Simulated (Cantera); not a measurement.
An isothermal, constant-pressure homogeneous reactor starts with 57.5 % NH3, 42.5 % N2, at 1625 K and 0.0920 bar.

Model: the gas-phase N/H chemistry of the illustrative SiF4/NH3 mechanism in the Surface Chemkin manual (1991), integrated in Cantera. Walls and surfaces, which speed up NH3 decomposition in real reactors, are not modelled.

x: mole fraction; the columns are a selection and need not sum to one.

| t (s) | x NH3 | x N | x NH | x H | x N2 | x H2 |
|---|---|---|---|---|---|---|
| 0.000700 | 0.575 | <1e-12 | 6.60e-10 | 7.14e-9 | 0.425 | 2.50e-6 |
| 0.00173 | 0.575 | 1.15e-12 | 5.27e-9 | 7.36e-9 | 0.425 | 6.27e-6 |
| 0.00428 | 0.575 | 1.01e-11 | 3.23e-8 | 8.88e-9 | 0.425 | 1.67e-5 |
| 0.0106 | 0.575 | 5.05e-11 | 1.46e-7 | 1.90e-8 | 0.425 | 6.02e-5 |
| 0.0261 | 0.574 | 2.66e-10 | 3.69e-7 | 6.99e-8 | 0.425 | 0.000343 |
| 0.0646 | 0.573 | 7.88e-10 | 4.40e-7 | 1.94e-7 | 0.425 | 0.00144 |
| 0.160 | 0.570 | ___ | 4.74e-7 | ___ | 0.425 | ___ |
| 0.395 | 0.563 | 5.00e-9 | 5.37e-7 | 1.17e-6 | 0.426 | 0.0110 |
| 0.975 | 0.546 | 1.10e-8 | 6.22e-7 | 2.80e-6 | 0.427 | 0.0273 |
| 2.41 | 0.507 | 1.91e-8 | 6.90e-7 | 6.52e-6 | 0.428 | 0.0644 |
| 5.96 | 0.428 | 2.57e-8 | 6.97e-7 | 1.45e-5 | 0.432 | 0.140 |
| 14.7 | 0.299 | 2.85e-8 | 6.23e-7 | 2.99e-5 | 0.438 | 0.263 |
| 36.4 | 0.152 | 2.71e-8 | 4.68e-7 | 5.50e-5 | 0.445 | 0.403 |
| 90.0 | ___ | ___ | ___ | ___ | 0.450 | ___ |

Task: What belongs in the gaps?

Result: 
- 0.160, x N: 2.02e-9
- 0.160, x H: 4.82e-7
- 0.160, x H2: 0.00422
- 90.0, x NH3: 0.0497
- 90.0, x N: 2.15e-8
- 90.0, x NH: 2.73e-7
- 90.0, x H: 9.04e-5
- 90.0, x H2: 0.500
